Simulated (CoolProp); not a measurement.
Saturation properties of tetradecamethylhexasiloxane (MD4M).

Computed with CoolProp (reference Helmholtz-energy equation of state, Thol 2019).

```csv
T (K),p (MPa),vapour density (kg/m³),liquid cp (kJ/(kg K)),surface tension (mN/m)
416.4,0.002767,0.3697,1.970,10.6
430.4,___,0.6427,1.998,9.73
444.4,0.008406,1.064,2.026,8.93
458.3,0.01360,1.684,2.053,___
472.3,0.02122,2.579,___,7.37
486.3,___,3.826,2.107,6.62
500.3,0.04662,5.524,2.135,5.89
514.2,0.06600,7.776,2.162,5.19
528.2,___,10.77,2.191,4.51
542.2,0.1239,14.68,2.221,3.85
556.2,0.1646,___,2.253,___
570.2,0.2152,26.43,2.288,2.61
584.1,___,35.12,2.330,2.05
598.1,0.3518,46.85,2.383,1.51
```

Question: What belongs in the gaps?

Answer: 
- 430.4, p (MPa): 0.004948
- 458.3, surface tension (mN/m): 8.14
- 472.3, liquid cp (kJ/(kg K)): 2.080
- 486.3, p (MPa): 0.03195
- 528.2, p (MPa): 0.09140
- 556.2, vapour density (kg/m³): 19.77
- 556.2, surface tension (mN/m): 3.21
- 584.1, p (MPa): 0.2766

It boils at 532.8 K under 1 atm.

Surface tension comes from a separate correlation (Mulero 2014), older than this fluid's equation and unchecked against measurements.
